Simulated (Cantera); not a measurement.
Input (Python, Cantera) and output of one run.

```python
import numpy as np
import cantera as ct

gas_names = """
    C CN CO CO2 C2 CCN CNC C2N2 C2O C3 C3O2 C4 C4N2 C5 Fe FeC5O5 FeO N NCO NO NO2 NO3 N2 N2O O O2 O3
""".split()
cond_names = """
    C(gr) Fe(a) Fe(c) Fe(d) Fe(L) FeC5O5(L) FeO(s) FeO(L) Fe2O3(s) Fe3O4(s)
""".split()


# ... load() reads the species with a 1 bar reference pressure and builds the phases ...
atoms = {
    'Fe(CO)5': {'Fe': 1, 'C': 5, 'O': 5},
    'O2': {'O': 2},
    'N2': {'N': 2},
}
top_T = {'C(gr)': 4500, 'Fe2O3(s)': 1830, 'Fe3O4(s)': 1870}  # K; cautious upper limits of use, not melting points


# ... equilibrate(T, P, feed) seeds the gas with the atoms and calls Mixture.equilibrate('TP', solver="vcs", rtol=1e-11, max_steps=5000) ...
results = []
feed = {'Fe(CO)5': 1, 'O2': 0.34, 'N2': 39}  # mol
P = 133.322  # Pa
for T in [1050, 1100, 1150, 1200, 1250, 1300, 1350, 1400, 1450]:
    mix = equilibrate(T, P, feed)
    results.append((T, P, feed, dict(zip(mix.species_names, mix.species_moles))))

top = {s: max(r[3][s] / sum(r[3][g] for g in gas_names) for r in results) for s in gas_names}
cols = sorted((s for s in top if top[s] > 0.0001), key=lambda s: -top[s])[:8]
seen = [c for c in cond_names if any(r[3].get(c, 0) > 1e-12 for r in results)]
print("log10 of partial pressures in bar; condensed amounts in mol")
print(f"{'T/K':>10s}" + "".join(f"{s[:9]:>10s}" for s in cols + seen))
for T, P, feed, n in results:
    ng = sum(n[g] for g in gas_names)
    print(f"{T:10.4g}" + "".join(f"{np.log10(max(n[s] / ng * P / 1e5, 1e-99)):10.3f}" for s in cols)
          + "".join(f"{n.get(c, 0):10.4g}" for c in seen))
```

It prints:

```
log10 of partial pressures in bar; condensed amounts in mol
       T/K        N2        CO       CO2     Fe(a)     Fe(c)
      1050    -2.927    -3.883    -4.686         1         0
      1100    -2.927    -3.883    -4.686         1         0
      1150    -2.927    -3.883    -4.686         1         0
      1200    -2.927    -3.883    -4.686         0         1
      1250    -2.927    -3.883    -4.686         0         1
      1300    -2.927    -3.883    -4.686         0         1
      1350    -2.927    -3.883    -4.686         0    0.9999
      1400    -2.927    -3.883    -4.686         0    0.9995
      1450    -2.928    -3.883    -4.686         0    0.9984
```

These are equilibrium values from Cantera (NASA tables, ideal gas, pure condensed phases), not measurements of a reactor.
